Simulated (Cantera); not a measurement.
Mixture: H₂ : O₂ : N₂ = 1 : 0.98 : 3.69 (molar parts), equivalence ratio 0.51, at 1.00 atm, adiabatic and at constant volume. Ignition delay is the time to a rise of 400 K.

Cantera simulation using the H2/O2 subset of GRI-Mech 3.0, which has no nitrogen chemistry; the numbers are that mechanism's predictions, not measurements. Where the delays flatten at high temperature, the 400 K rule measures the pace of heat release, not the induction time.

Q: What does this change do: N2 3.69 to 4.8 parts?

A: 
```
quantity          before    after
---------------  -------  -------
delay at 1198 K  47.8 µs  58.9 µs
delay at 1398 K  23.1 µs  30.0 µs
delay at 1598 K  17.7 µs  24.8 µs
delay at 1798 K  18.5 µs  27.9 µs
delay at 1998 K  22.9 µs  35.8 µs
```

Q: What does this change do: constant pressure in place of constant volume?

A: 
| quantity | before | after |
|---|---|---|
| delay at 1198 K | 47.8 µs | 51.5 µs |
| delay at 1398 K | 23.1 µs | 27.4 µs |
| delay at 1598 K | 17.7 µs | 23.7 µs |
| delay at 1798 K | 18.5 µs | 26.8 µs |
| delay at 1998 K | 22.9 µs | 34.0 µs |
